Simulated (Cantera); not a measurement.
A Cantera script and what it prints.

```python
import numpy as np
import cantera as ct

gas_names = """
    C CH CH2 CH3 CH2OH CH3O CH4 CH3OH CN CO CO2 COOH C2 C2H CHCO,ketyl C2H2,acetylene C2H2,vinylidene
    CH2CO,ketene C2H3,vinyl CH3CN CH3CO,acetyl C2H4 C2H4O,ethylen CH3CHO,ethanal CH3COOH (HCOOH)2 C2H5
    C2H6 CH3OCH3 C2H5OH CCN CNC C2N2 C2O C3 C3H3,propargyl C3H4,allene C3H4,propyne C3H4,cyclo-
    C3H5,allyl C3H6,propylene C3H6,cyclo- C3H6O C3H7,n-propyl C3H7,i-propyl C3H8 C3H8O,1propanol
    C3H8O,2propanol C3O2 C4 C4H2 C4H4,1,3-cyclo- C4H6,butadiene C4H6,2-butyne C4H6,cyclo- C4H8,1-butene
    C4H8,cis2-buten C4H8,tr2-butene C4H8,isobutene C4H8,cyclo- (CH3COOH)2 C4H9,n-butyl C4H9,i-butyl
    C4H9,s-butyl C4H9,t-butyl C4H10,isobutane C4H10,n-butane C4N2 C5 C5H6,1,3cyclo- C5H8,cyclo-
    C5H10,1-pentene C5H10,cyclo- C5H11,pentyl C5H11,t-pentyl C5H12,n-pentane C5H12,i-pentane
    CH3C(CH3)2CH3 C6H2 C6H5,phenyl C6H5O,phenoxy C6H6 C6H5OH,phenol C6H10,cyclo- C6H12,1-hexene
    C6H12,cyclo- C6H13,n-hexyl C7H7,benzyl C7H8 C7H8O,cresol C7H14,1-heptene C7H15,n-heptyl
    C7H16,n-heptane C8H8,styrene C8H10,ethylbenz C8H16,1-octene C8H17,n-octyl C8H18,isooctane
    C8H18,n-octane C9H19,n-nonyl C10H8,naphthale C10H21,n-decyl C12H9,o-bipheny C12H10,bipheny H HCN HCO
    HCCN HNC HNCO HNO HNO2 HNO3 HO2 H2 HCHO,formaldehy HCOOH H2O H2O2 N NCO NH NH2 NH3 NH2OH NO NO2 NO3
    N2 N2H2 N2H4 N2O O OH O2 O3 Si SiC SiC2 SiC4H12 SiH SiH2 SiH3 SiH4 SiN SiO SiO2 Si2 Si2C Si2N Si3
""".split()
cond_names = """
    C(gr) C6H6(L) C7H8(L) C8H18(L),n-octa H2O(s) H2O(L) Si(cr) Si(L) SiC(b) SiO2(Lqz) SiO2(hqz) SiO2(L)
    Si2N2O(s) Si3N4(a)
""".split()


def load(file, names, dense=False):
    # The tables refer to 1 bar. Condensed volumes are neglected.
    table = {s.name: s for s in ct.Species.list_from_file(file)}
    out = []
    for n in names:
        d = dict(table[n].input_data)
        d["thermo"] = dict(d["thermo"], **{"reference-pressure": 1e5})
        if dense:
            d["equation-of-state"] = {"model": "constant-volume", "density": "1e6 g/cm^3"}
        out.append(ct.Species.from_dict(d))
    return out


gas = ct.Solution(thermo="ideal-gas", species=load("nasa_gas.yaml", gas_names))
cond = {s.name: ct.Solution(thermo="fixed-stoichiometry", species=[s], name=s.name)
        for s in load("nasa_condensed.yaml", cond_names, dense=True)}
atoms = {
    'TEOS': {'Si': 1, 'C': 8, 'H': 20, 'O': 4},
    'N2O': {'N': 2, 'O': 1},
}
top_T = {'C(gr)': 4500, 'SiC(b)': 3050, 'Si2N2O(s)': 2100, 'Si3N4(a)': 2400}  # K; cautious upper limits of use, not melting points


def equilibrate(T, P, feed):
    n = {}
    for name, mol in feed.items():
        for a, k in atoms[name].items():
            n[a] = n.get(a, 0.0) + k * mol
    gas.TPX = T, P, n
    mass = sum(n.values()) * gas.mean_molecular_weight
    gas.equilibrate("TP")
    valid = [c for c in cond.values() if c.min_temp <= T <= top_T.get(c.name, c.max_temp)]
    mix = ct.Mixture([(gas, mass / gas.mean_molecular_weight)] + [(c, 0.0) for c in valid])
    mix.T, mix.P = T, P
    mix.equilibrate("TP", solver="vcs", rtol=1e-11, max_steps=5000)
    return mix


results = []
feed = {'TEOS': 1, 'N2O': 5.4}  # mol
T = 1248.15  # K
P = 2900  # Pa
mix = equilibrate(T, P, feed)
results.append((T, P, feed, dict(zip(mix.species_names, mix.species_moles))))
x = sorted(zip(gas.X, gas.species_names), reverse=True)
print(f"T = {T:g} K  P = {P:g} Pa  gas = {mix.phase_moles(0):.4g} mol")
print("   x: " + "  ".join(f"{s} {v:.3e}" for v, s in x if v > 0.001))
print("   condensed (mol): " + ("  ".join(f"{mix.phase(i).name} {mix.phase_moles(i):.4g}"
      for i in range(1, mix.n_phases) if mix.phase_moles(i) > 1e-12) or "none"))
```

Result:

```
T = 1248.15 K  P = 2900 Pa  gas = 22.8 mol
   x: H2 4.385e-01  CO 3.245e-01  N2 2.369e-01
   condensed (mol): C(gr) 0.5998  SiO2(hqz) 1
```

Method: chemical equilibrium by Gibbs-energy minimisation in Cantera with the NASA 1993 tables (ideal gas, pure condensed phases). The feed counts by its element totals alone. The tables hold silica as quartz up to 1696 K and as liquid above; real silica turns to tridymite and cristobalite and melts near 1996 K.
